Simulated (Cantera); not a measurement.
Cantera run:

```python
import numpy as np
import cantera as ct

gas_names = [...]  # 109 gases of nasa_gas.yaml made of C, Cl, H, Si
cond_names = """
    C(gr) C6H6(L) C7H8(L) C8H18(L),n-octa Si(cr) Si(L) SiC(b)
""".split()


# ... load() reads the species with a 1 bar reference pressure and builds the phases ...
atoms = {
    'CH3SiH3': {'C': 1, 'H': 6, 'Si': 1},
    'HCl': {'H': 1, 'CL': 1},
    'H2': {'H': 2},
}
top_T = {'C(gr)': 4500, 'SiC(b)': 3050}  # K; cautious upper limits of use, not melting points


# ... equilibrate(T, P, feed) seeds the gas with the atoms and calls Mixture.equilibrate('TP', solver="gibbs", rtol=1e-10, max_steps=50000) ...
results = []
T = 1173  # K
P = 900  # Pa
for m in [2.3, 3.3, 4.2, 5.2, 6.2, 7.2, 8.1, 9.1, 10, 11, 12, 13, 14]:
    feed = {'CH3SiH3': 1, 'HCl': 1.2, 'H2': m}  # mol
    mix = equilibrate(T, P, feed)
    results.append((T, P, feed, dict(zip(mix.species_names, mix.species_moles))))

top = {s: max(r[3][s] / sum(r[3][g] for g in gas_names) for r in results) for s in gas_names}
cols = sorted((s for s in top if top[s] > 0.001), key=lambda s: -top[s])[:6]
seen = [c for c in cond_names if any(r[3].get(c, 0) > 1e-12 for r in results)]
print("log10 of partial pressures in bar; condensed amounts in mol")
print(f"{'n(H2)':>10s}" + "".join(f"{s[:9]:>10s}" for s in cols + seen))
for T, P, feed, n in results:
    ng = sum(n[g] for g in gas_names)
    print(f"{feed['H2']:10.4g}" + "".join(f"{np.log10(max(n[s] / ng * P / 1e5, 1e-99)):10.3f}" for s in cols)
          + "".join(f"{n.get(c, 0):10.4g}" for c in seen))
```

Output:

```
log10 of partial pressures in bar; condensed amounts in mol
     n(H2)        H2       HCL     C(gr)    SiC(b)
       2.3    -2.133    -2.787   0.00546    0.9938
       3.3    -2.121    -2.847  0.003294    0.9958
       4.2    -2.112    -2.895  0.002054    0.9969
       5.2    -2.105    -2.942  0.001104    0.9976
       6.2    -2.099    -2.986 0.0004149    0.9982
       7.2    -2.094    -3.025         0    0.9985
       8.1    -2.090    -3.058         0    0.9985
       9.1    -2.087    -3.092         0    0.9986
        10    -2.084    -3.120         0    0.9986
        11    -2.081    -3.150         0    0.9987
        12    -2.079    -3.177         0    0.9987
        13    -2.077    -3.203         0    0.9987
        14    -2.075    -3.228         0    0.9988
```

These are equilibrium values from Cantera (NASA tables, ideal gas, pure condensed phases), not measurements of a reactor. The feed counts by its element totals alone. The tables' values for SiCl3 are old estimates; treat these amounts as uncertain.
